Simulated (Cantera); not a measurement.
Input: 1 mol CH₃SiCl₃, 0.01 mol CH₄, 49 mol H₂, held at 0.600 bar.

Equilibrium computed with Cantera from the NASA thermochemical tables; the gas is ideal and each condensed phase is pure. Candidate condensed phases: C, C₆H₆, C₇H₈, C₈H₁₈, Si, SiC; 109 gas species. The feed counts by its element totals alone. The tables' values for SiCl, SiCl₃ are old estimates; treat these amounts as uncertain. Gases not in the tables: Si₂H₆ and higher silanes. The numbers say what is thermodynamically allowed, not how fast it happens.

x: gas mole fraction; n: condensed amount in mol.

| T (°C) | x H₂ | x HCl | x H | x CH₄ | x C₂H₂ (acetylene) | n SiC(s) |
|---|---|---|---|---|---|---|
| 902 | 0.945 | 0.0516 | 1.54e-7 | 0.00193 | 2.14e-9 | 0.910 |
| 1052 | 0.943 | 0.0563 | [?] | [?] | [?] | 0.974 |
| 1202 | 0.942 | 0.0570 | 1.63e-5 | 0.000489 | 6.27e-7 | 0.984 |
| 1352 | 0.942 | 0.0571 | 8.84e-5 | 0.000439 | 1.05e-5 | 0.986 |
| 1502 | 0.942 | 0.0570 | 0.000363 | 0.000345 | 8.03e-5 | 0.983 |
| 1652 | 0.941 | 0.0566 | 0.00120 | 0.000208 | 0.000242 | 0.974 |
| 1802 | 0.939 | 0.0558 | [?] | [?] | [?] | 0.954 |
| 1952 | 0.935 | 0.0545 | 0.00808 | 7.30e-5 | 0.000855 | 0.915 |
| 2102 | 0.924 | 0.0529 | 0.0175 | 5.19e-5 | 0.00170 | 0.816 |

Q: What belongs in the gaps?

A: 
- 1052, x H: 2.05e-6
- 1052, x CH₄: 0.000693
- 1052, x C₂H₂ (acetylene): 3.01e-8
- 1802, x H: 0.00333
- 1802, x CH₄: 0.000118
- 1802, x C₂H₂ (acetylene): 0.000475
